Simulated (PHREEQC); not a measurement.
Consider water at 25 °C with 0.0071 mol/kgw HF, 0.045 mol/kgw KF and 0.00089 mol/kgw HCl. Closed to the air; pH follows from the charge balance.

Model: ion-association model, phreeqc.dat, run in PHREEQC.

Each row changes one thing in this solution. No solid was allowed to form.

```tsv
case	pH	ionic strength (mol/kgw)	F- (mol/kgw)	HF (mol/kgw)	HF2- (mol/kgw)	SI of Sylvite (KCl)
as made	3.89	0.0452	0.0432	0.00673	0.00111	-5.47
temperature from 25 to 30 °C	3.93	0.0451	0.0431	0.00671	0.00115	-5.50
HF from 0.0071 to 0.00071 mol/kgw	4.60	0.0450	0.0439	0.00134	0.000226	-5.47
0.0031 mol/kgw Cu(BF4)2 added	3.85	0.0528	0.0423	0.00710	0.00115	-5.48
temperature from 25 to 40 °C	4.01	0.0451	0.0430	0.00667	0.00120	-5.55
HF left out	4.85	0.0450	0.0440	0.000748	0.000126	-5.47
diluted 5-fold with water	3.93	0.00913	0.00890	0.00142	4.85e-5	-6.78
HCl replaced by NaCl at the same molality	3.95	0.0460	0.0441	0.00596	0.00101	-5.47
```

Species that the database lacks are ignored. At this temperature some constants are extrapolated from 25 °C, and those without enthalpy data are left unchanged. Real BF4- forms and hydrolyses slowly; the run takes it at equilibrium.
